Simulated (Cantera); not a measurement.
## Equilibrium for silicon epitaxy and polysilicon growth: SiHCl3 + H2 + HCl

A closed system holds: 1 mol SiHCl3, 19 mol H2, a varied amount of HCl, equilibrated at 973 K and 2800 Pa.

Method: chemical equilibrium by Gibbs-energy minimisation in Cantera with the NASA 1993 tables (ideal gas, pure condensed phases). Candidate condensed phases: Si; 19 gas species. The tables' values for SiCl3 are old estimates; treat these amounts as uncertain. Kinetics and transport are ignored.

From 0.053 mol HCl to 0.9 mol HCl the condensed part is Si(s). From 1.3 mol HCl to 3 mol HCl nothing is condensed. The main Si-bearing gas is SiCl4 throughout.

| n(HCl) (mol) | x H2 | x HCl | x SiCl4 | x SiHCl3 | x SiCl3 | x SiCl2 | x SiH2Cl2 | x SiH3Cl | n Si(s) |
|---|---|---|---|---|---|---|---|---|---|
| 0.053 | 0.948 | 0.0163 | 0.0262 | 0.00857 | 0.000640 | 0.000449 | 0.000293 | 2.53e-6 | 0.265 |
| 0.079 | 0.947 | 0.0163 | 0.0264 | 0.00862 | 0.000645 | 0.000451 | 0.000294 | 2.53e-6 | 0.258 |
| 0.12 | 0.947 | 0.0164 | 0.0268 | 0.00871 | 0.000651 | 0.000454 | 0.000296 | 2.54e-6 | 0.248 |
| 0.18 | 0.946 | 0.0164 | 0.0273 | 0.00883 | 0.000661 | 0.000459 | 0.000299 | 2.55e-6 | 0.233 |
| 0.27 | 0.945 | 0.0165 | 0.0281 | 0.00902 | 0.000675 | 0.000465 | 0.000303 | 2.56e-6 | 0.210 |
| 0.4 | 0.943 | 0.0167 | 0.0292 | 0.00928 | 0.000695 | 0.000475 | 0.000308 | 2.58e-6 | 0.176 |
| 0.6 | 0.941 | 0.0169 | 0.0310 | 0.00968 | 0.000726 | 0.000488 | 0.000316 | 2.61e-6 | 0.125 |
| 0.9 | 0.937 | 0.0172 | 0.0335 | 0.0103 | 0.000771 | 0.000508 | 0.000328 | 2.64e-6 | 0.0486 |
| 1.3 | 0.929 | 0.0239 | 0.0376 | 0.00822 | 0.000620 | 0.000294 | 0.000188 | 1.08e-6 | 0 |
| 2 | 0.904 | 0.0501 | 0.0409 | 0.00414 | 0.000317 | 7.05e-5 | 4.39e-5 | 1.17e-7 | 0 |
| 3 | 0.867 | 0.0894 | 0.0410 | 0.00224 | 0.000175 | 2.13e-5 | 1.27e-5 | 1.83e-8 | 0 |
x: gas mole fraction; n: condensed amount in mol.
